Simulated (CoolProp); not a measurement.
Vapour-liquid equilibrium of dimethyl ether (1) + n-pentane (2) at 268.7 K; x and y are mole fractions of (1).

Model: multi-fluid Helmholtz-energy mixture model, Wu 2011 and Thol 2019; pair parameters Bell 2016, in CoolProp.

| x | bubble pressure, mixture model (MPa) | bubble pressure, Raoult's law (MPa) | y, mixture model | y, Raoult's law |
|---|---|---|---|---|
| 0.05 | 0.02674 | 0.03027 | 0.293 | 0.376 |
| 0.15 | 0.04816 | 0.05103 | 0.655 | 0.669 |
| 0.25 | 0.07711 | 0.07179 | 0.814 | 0.792 |
| 0.35 | 0.1082 | 0.09256 | [?] | 0.860 |
| 0.45 | [?] | 0.1133 | [?] | 0.903 |
| 0.55 | [?] | 0.1341 | 0.944 | 0.933 |
| 0.65 | 0.1764 | 0.1548 | 0.957 | 0.955 |
| 0.75 | 0.1904 | 0.1756 | 0.967 | 0.972 |
| 0.85 | 0.2036 | 0.1964 | 0.977 | 0.985 |
| 0.95 | [?] | 0.2171 | 0.990 | 0.995 |

### Question
Some entries are withheld; supply them.

### Answer

- 0.35, y, mixture model: 0.887
- 0.45, bubble pressure, mixture model (MPa): 0.1363
- 0.45, y, mixture model: 0.923
- 0.55, bubble pressure, mixture model (MPa): 0.1590
- 0.95, bubble pressure, mixture model (MPa): 0.2186

The largest gap from Raoult's law is +20.3 % in bubble pressure, at x = 0.45. No azeotrope shows between x = 0.05 and 0.95.

Pair parameters are fitted to limited data, so mixtures are less certain than the pure fluids. The gap from Raoult's law changes sign with composition, which may be real or a fault of the pair parameters; it wasn't checked against measurements.
